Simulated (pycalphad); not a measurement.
All values are pycalphad results on the COST 507 light-alloy database (1999) (1 atm), not direct measurements. These are 1990s assessments: newer ones move some temperatures and phases. Phase fractions are per mole of atoms.

Give the equilibrium state of Si-20.15Ti (wt.%) at 1000 K.


```
T = 1000.00 K, P = 101325 Pa, N = 1 mol of atoms
G = -54233 J/mol, H = -5160 J/mol, S = 49.07 J/(mol K)  (SER reference)
chemical potentials (J/mol): Si -30382, Ti -215274
phase             fraction      x(Si)      x(Ti)
DIAMOND_A4          0.6130     1.0000      1e-14
SI2TI               0.3870     0.6667     0.3333
```

Give the equilibrium state of Si-20.15Ti (wt.%) at 1650 K.

liquid, fraction 0.909, with 22.0 Ti wt.%; diamond (Si), fraction 0.091, with <0.01 Ti wt.%.

Database names, with the compositions (at.%) that they take in these runs: SI2TI: Si 67 Ti 33. DIAMOND_A4 is diamond (Si).
